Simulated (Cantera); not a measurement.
Ignition delay

Mixture: CH4 : CO : O2 : N2 = 1 : 0.09 : 4.65 : 17.5 (molar parts), at 28.6 atm, adiabatic and at constant volume. Ignition delay is the time to a rise of 400 K.

Detailed kinetics in Cantera: GRI-Mech 3.0 (53 species, 325 reactions). The pressure lies above the range GRI-Mech 3.0 was tuned for (to about 10 atm).

| T0 (K) | delay (ms) |
|---|---|
| 1050 | 11.8 |
| 1125 | 3.52 |
| 1200 | 1.24 |
| 1275 | 0.498 |
| 1350 | 0.221 |
| 1425 | 0.106 |
| 1500 | 0.0543 |

| Property | Value |
|---|---|
| apparent activation energy between 1350 and 1500 K | 160 kJ/mol |
